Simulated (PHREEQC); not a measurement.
A solution holds 1.5 mmol/kgw HBr, 140 mmol/kgw AlCl3 and 0.34 mmol/kgw CuCl2, at 55 °C. Closed to the air; pH follows from the charge balance.

The numbers come from PHREEQC with the ion-association model, phreeqc.dat.

The pH is 2.66 and the ionic strength is 0.839 mol/kgw. The activity of water is 0.990 and the density comes out as 1.002 g/cm³. The total alkalinity comes out as -1.50 meq/kg.

| species | molality | activity | log γ |
|---|---|---|---|
| Cl- | 0.420 | 0.253 | -0.220 |
| Al+3 | 0.139 | 0.00900 | -1.188 |
| H+ | 0.00295 | 0.00218 | -0.132 |
| Br- | 0.00150 | 0.000828 | -0.258 |
| AlOH+2 | 0.00143 | 0.000255 | -0.747 |
| Cu+2 | 0.000175 | 3.50e-5 | -0.699 |
| CuCl+ | 0.000151 | 9.07e-5 | -0.223 |
| CuCl2 | 1.36e-5 | 1.65e-5 | 0.084 |
| Al(OH)2+ | 1.25e-5 | 8.16e-6 | -0.187 |

Precipitation was switched off in this run. Ionic strength above about 0.7 mol/kgw puts this run outside the model's range. Constants without temperature data keep their 25 °C values here.
